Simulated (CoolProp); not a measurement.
A closed Brayton cycle with carbon dioxide: compressor inlet 330.15 K and 8.2 MPa, high pressure 22.3 MPa, turbine inlet 915 K, compressor efficiency 0.89, turbine efficiency 0.85, recuperator effectiveness 0.95 (on enthalpy, no pinch check). Each further row changes one setting.

The numbers come from the reference Helmholtz-energy equation of state, Span 1996 in CoolProp.

```tsv
case	thermal efficiency (%)	net work (kJ/kg)	compressor to turbine work	compressor exit (K)	turbine exit (K)
as stated	37.1	86.0	0.38	416.3	794.5
turbine inlet 865 K	35.2	77.7	0.40	416.3	748.6
compressor inlet 340.15 K	___	80.5	0.42	___	794.5
high pressure 19 MPa	___	___	0.36	402.2	813.2
recuperator effectiveness 0.5	20.1	86.0	0.38	416.3	794.5
```

Q: Some entries are withheld; supply them.

A: 
- compressor inlet 340.15 K, thermal efficiency (%): 36.0
- compressor inlet 340.15 K, compressor exit (K): 431.0
- high pressure 19 MPa, thermal efficiency (%): 36.5
- high pressure 19 MPa, net work (kJ/kg): 75.0
